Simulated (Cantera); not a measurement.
Adiabatic ignition

An adiabatic, constant-volume homogeneous reactor starts with CH4 : O2 : N2 = 1 : 3.51 : 13.2 (molar parts), at 1125 K and 0.553 atm.

Detailed kinetics in Cantera: GRI-Mech 3.0 (53 species, 325 reactions).

```csv
t (s),T (K),P (bar),x CH4,x O2,x C2H2,x CH3,x CH2CO,x C2H,x CO
3.00e-6,1125,0.560,0.0565,0.198,<1e-12,1.91e-10,<1e-12,<1e-12,<1e-12
1.03e-5,1125,0.560,0.0565,0.198,<1e-12,6.57e-10,<1e-12,<1e-12,<1e-12
3.54e-5,1125,0.560,0.0565,0.198,<1e-12,2.27e-9,<1e-12,<1e-12,<1e-12
0.000122,1125,0.560,0.0565,0.198,<1e-12,7.88e-9,<1e-12,<1e-12,<1e-12
0.000418,1125,0.560,0.0565,0.198,<1e-12,2.81e-8,<1e-12,<1e-12,<1e-12
0.00144,1125,0.560,0.0565,0.198,<1e-12,1.12e-7,<1e-12,<1e-12,2.75e-11
0.00493,1125,0.560,0.0565,0.198,<1e-12,6.43e-7,<1e-12,<1e-12,1.78e-9
0.0169,1125,0.560,0.0564,0.198,<1e-12,3.21e-6,1.06e-11,<1e-12,2.25e-7
0.0582,1126,0.561,0.0563,0.198,1.30e-10,5.60e-6,1.93e-9,<1e-12,1.12e-5
0.200,2454,1.23,<1e-12,0.0786,<1e-12,<1e-12,<1e-12,<1e-12,0.00477
```
x: mole fraction; the columns are a selection and need not sum to one.

* **time of steepest temperature rise**: 0.169 s
* **temperature at 0.200 s**: 2454 K
* **equilibrium temperature**: 2451 K
* **x(CH4) at 0.200 s**: <1e-12 (gas-phase equilibrium <1e-12)
* **x(O2) at 0.200 s**: 0.0786 (gas-phase equilibrium 0.0779)
* **x(C2H2) at 0.200 s**: <1e-12 (gas-phase equilibrium <1e-12)
